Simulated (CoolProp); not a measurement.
Vapour-liquid equilibrium of n-hexane (1) + o-xylene (2) at 384 kPa; x and y are mole fractions of (1).

Computed with CoolProp (multi-fluid Helmholtz-energy mixture model, Thol 2019 and Zhou 2012; pair parameters Bell 2016).

Q: Give the bubble temperature and the first vapour's composition at x = 0.275, 0.5, 0.65. Is there an azeotrope?

A: x = 0.275: 435.4 K, y = 0.667; x = 0.5: 416.4 K, y = 0.846; x = 0.65: 407.4 K, y = 0.910. No azeotrope shows between x = 0.05 and 0.95.

Pair parameters are fitted to limited data, so mixtures are less certain than the pure fluids.
